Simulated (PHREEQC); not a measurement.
# Metal-bearing waste water: an equilibrium model

Solution (25 °C): 0.019 mol/kgw CdCl2, 0.00046 mol/kgw ZnCl2 and 0.0021 mol/kgw H2SO4. Closed to the air; pH follows from the charge balance.

Model: ion-association model, phreeqc.dat, run in PHREEQC.

The pH is 2.46, the ionic strength comes out as 0.0395 mol/kgw and the total alkalinity comes out as -4.20 meq/kg.

```
species     molality  activity   log γ
----------  --------  --------  ------
Cl-           0.0275    0.0228  -0.081
CdCl+        0.00982   0.00819  -0.079
Cd+2         0.00776   0.00376  -0.314
H+           0.00397   0.00342  -0.064
SO4-2        0.00119  0.000586  -0.307
CdCl2       0.000772  0.000779   0.004
CdSO4       0.000631  0.000636   0.004
Zn+2        0.000416  0.000206  -0.306
HSO4-       0.000234  0.000195  -0.079
ZnSO4        2.80e-5   2.83e-5   0.004
ZnCl+        1.52e-5   1.26e-5  -0.080
CdCl3-       1.34e-5   1.12e-5  -0.079
Cd(SO4)2-2   8.43e-6   4.09e-6  -0.314
```

Precipitation was switched off in this run.
